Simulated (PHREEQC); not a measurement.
Consider water at 25 °C with 0.02 mol CuSO4, 0.24 mol MnCl2 and 0.013 mol Fe(NO3)3 per kg of water. Closed to the air; pH follows from the charge balance.

The numbers come from PHREEQC with the ion-association model, phreeqc.dat.

Each row changes one thing in this solution. This is a speciation only: nothing precipitates in the calculation.

```json
[
 {"case": "as made", "pH": "2.70", "ionic strength (mol/kgw)": "0.658", "Cl- (mol/kgw)": "0.400", "Mn+2 (mol/kgw)": "0.168", "MnCl+ (mol/kgw)": "0.0599", "FeCl+2 (mol/kgw)": "0.00444", "SI of Goethite (FeOOH)": "+5.13"},
 {"case": "diluted 2-fold with water", "pH": "2.75", "ionic strength (mol/kgw)": "0.355", "Cl- (mol/kgw)": "___", "Mn+2 (mol/kgw)": "0.0936", "MnCl+ (mol/kgw)": "0.0215", "FeCl+2 (mol/kgw)": "0.00156", "SI of Goethite (FeOOH)": "+5.17"},
 {"case": "temperature from 25 to 85 °C", "pH": "___", "ionic strength (mol/kgw)": "___", "Cl- (mol/kgw)": "0.399", "Mn+2 (mol/kgw)": "0.173", "MnCl+ (mol/kgw)": "0.0522", "FeCl+2 (mol/kgw)": "0.00500", "SI of Goethite (FeOOH)": "+5.44"},
 {"case": "diluted 10-fold with water", "pH": "3.09", "ionic strength (mol/kgw)": "0.0782", "Cl- (mol/kgw)": "0.0461", "Mn+2 (mol/kgw)": "0.0216", "MnCl+ (mol/kgw)": "0.00171", "FeCl+2 (mol/kgw)": "8.22e-5", "SI of Goethite (FeOOH)": "+5.76"},
 {"case": "CuSO4 from 0.02 to 0.022 mol/kgw", "pH": "2.71", "ionic strength (mol/kgw)": "0.662", "Cl- (mol/kgw)": "0.400", "Mn+2 (mol/kgw)": "0.167", "MnCl+ (mol/kgw)": "0.0596", "FeCl+2 (mol/kgw)": "0.00433", "SI of Goethite (FeOOH)": "+5.15"},
 {"case": "CuSO4 left out", "pH": "2.60", "ionic strength (mol/kgw)": "0.628", "Cl- (mol/kgw)": "0.398", "Mn+2 (mol/kgw)": "0.173", "MnCl+ (mol/kgw)": "0.0625", "FeCl+2 (mol/kgw)": "0.00591", "SI of Goethite (FeOOH)": "+4.97"}
]
```

Complete the blanks.


- diluted 2-fold with water, Cl- (mol/kgw): 0.213
- temperature from 25 to 85 °C, pH: 2.44
- temperature from 25 to 85 °C, ionic strength (mol/kgw): 0.649

Some of these states are supersaturated (in Hematite (slow to form), Goethite (slow to form), for instance). Constants without temperature data keep their 25 °C values here.
